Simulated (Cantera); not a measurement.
A perfectly stirred reactor is fed with CH4 : O2 : N2 = 1 : 2.22 : 8.36 (molar parts), at 10.0 bar; it is adiabatic with a 523 K inlet, and is followed from long to short residence time, starting on the burning branch (τ in s: 0.027, 0.012, 0.0054, 0.0024, 0.0011, 0.0005, 0.00022, 0.0001, 4.6e-05).

Detailed kinetics in Cantera: GRI-Mech 3.0 (53 species, 325 reactions).

**Question.** Predict: blow-out, bracketed by the residence times tried; x(CH4) at τ = 27.0 ms; x(O2) at τ = 27.0 ms; x(NO) at τ = 27.0 ms; x(N2O) at τ = 27.0 ms; x(H2) at τ = 27.0 ms; x(CH4) at τ = 1.10 ms; x(O2) at τ = 1.10 ms; x(NO) at τ = 1.10 ms; x(N2O) at τ = 1.10 ms; x(H2) at τ = 1.10 ms.

**Answer.** 
```
Quantity                                                                           Value
------------------------------------------------  --------------------------------------
blow-out, bracketed by the residence times tried  burning at 46.0 µs, the shortest tried
x(CH4) at τ = 27.0 ms                                                            1.86e-6
x(O2) at τ = 27.0 ms                                                              0.0187
x(NO) at τ = 27.0 ms                                                             0.00204
x(N2O) at τ = 27.0 ms                                                            7.72e-7
x(H2) at τ = 27.0 ms                                                            0.000867
x(CH4) at τ = 1.10 ms                                                            3.35e-5
x(O2) at τ = 1.10 ms                                                              0.0209
x(NO) at τ = 1.10 ms                                                            0.000344
x(N2O) at τ = 1.10 ms                                                            9.54e-7
x(H2) at τ = 1.10 ms                                                             0.00153
```
